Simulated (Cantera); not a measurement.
A perfectly stirred reactor is fed with N₂O = 1 (molar parts), at 0.0267 bar; it is held at 1348 K, and followed from long to short residence time.

Cantera simulation using GRI-Mech 3.0 (53 species, 325 reactions); the numbers are that mechanism's predictions, not measurements. GRI-Mech 3.0 was tuned for natural gas; its chemistry of N2O as a main component is partial and can be far from experiment. Radical loss at walls, strong at low pressure, is not modelled. The mechanism lacks the step 2 NO + O2 → 2 NO2, which can matter for NO2 below about 1400 K. The temperature is held fixed by assumption; the heat of reaction is taken as removed at once.

x: mole fraction; the columns are a selection and need not sum to one.

```
τ (s)   x N₂O      x NO      x O₂      x O  x NO₂      x N₂
------  -----  --------  --------  -------  -----  --------
5.4     0.385    0.0699     0.170  1.38e-5    [?]     0.375
1.6     0.678    0.0368    0.0891  1.39e-5    [?]     0.197
0.50    0.870    0.0148    0.0358  1.40e-5    [?]    0.0790
0.15    0.957   0.00488    0.0118  1.40e-5    [?]    0.0261
0.047   0.986   0.00157   0.00380  1.39e-5    [?]   0.00841
0.014   0.996  0.000470   0.00114  1.38e-5    [?]   0.00252
0.0044  0.999  0.000145  0.000350  1.35e-5    [?]  0.000787
```

Q: Fill in the missing entries.

A: 
- 5.4, x NO₂: 2.23e-5
- 1.6, x NO₂: 9.73e-6
- 0.50, x NO₂: 3.19e-6
- 0.15, x NO₂: 7.74e-7
- 0.047, x NO₂: 1.44e-7
- 0.014, x NO₂: 1.76e-8
- 0.0044, x NO₂: 1.89e-9
